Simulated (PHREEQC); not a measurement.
Dissolve 0.55 mol Na2CO3 per kg of water at 12 °C. Closed to the air; pH follows from the charge balance.

Equilibrium calculation in PHREEQC: Pitzer model, pitzer.dat.

| quantity | before | after |
|---|---|---|
| pH | 11.88 | 0.77 |
| ionic strength (mol/kgw) | 1.65 | 1.06 |

**Question.** Which change was made?
(A) diluted 5-fold with water
(B) Na2CO3 replaced by NaHSO4 at the same molality
(C) Na2CO3 from 0.55 to 1.1 mol/kgw
(D) Na2CO3 from 0.55 to 0.275 mol/kgw
(E) temperature from 12 to 5 °C

**Answer.** B, Na2CO3 replaced by NaHSO4 at the same molality

Precipitation was switched off in this run. In brines, pH and single-ion activities rest on the MacInnes convention. Away from 25 °C the constants follow the database's enthalpies or fits; those with neither stay at their 25 °C values.
